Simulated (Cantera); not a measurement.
Source: NASA polynomial tables (part measured, part estimated), evaluated in Cantera. Values are per mole of reaction as written; species without (g) are pure solids or liquids, kept so even where they would boil at 1 bar.

Task: Between 300 and 1300 K, where is each reaction favourable under standard conditions?
- 0.8 Ta + O2(g) → 0.4 Ta2O5
- 2 Si + O2(g) → 2 SiO(g)
- 0.8 V + O2(g) → 0.4 V2O5

Result: 
- 0.8 Ta + O2(g) → 0.4 Ta2O5: ΔG° is -764 kJ at 300 K and -592 kJ at 1300 K; it stays negative (K > 1). ΔH° is -805 kJ and ΔS° -164 J/K at 1300 K.
- 2 Si + O2(g) → 2 SiO(g): ΔG° is -255 kJ at 300 K and -423 kJ at 1300 K; it stays negative (K > 1). ΔH° is -216 kJ and ΔS° 159 J/K at 1300 K.
- 0.8 V + O2(g) → 0.4 V2O5: ΔG° is -567 kJ at 300 K and -411 kJ at 1300 K; it stays negative (K > 1). ΔH° is -581 kJ and ΔS° -131 J/K at 1300 K.
